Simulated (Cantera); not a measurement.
A closed system holds: 1 mol AlN, 1.2 mol H2, held at 1775 °C and 1330 Pa.

Cantera equilibrium calculation (NASA polynomials, part measured and part estimated; ideal gas, pure solids and liquids). Candidate condensed phases: Al, AlN; 13 gas species. The numbers say what is thermodynamically allowed, not how fast it happens.

Q: What is the equilibrium state?

A: 
```
Item                                 Result
--------------------------------  ---------
x(H2)                                 0.787
x(Al)                                 0.127
x(N2)                                0.0653
x(H)                                 0.0172
x(AlH)                              0.00329
x(Al2)                              5.15e-5
n(AlN(s))                         0.803 mol
gas amount                        1.505 mol
log10 activity of Al(l) (absent)      -0.74
```
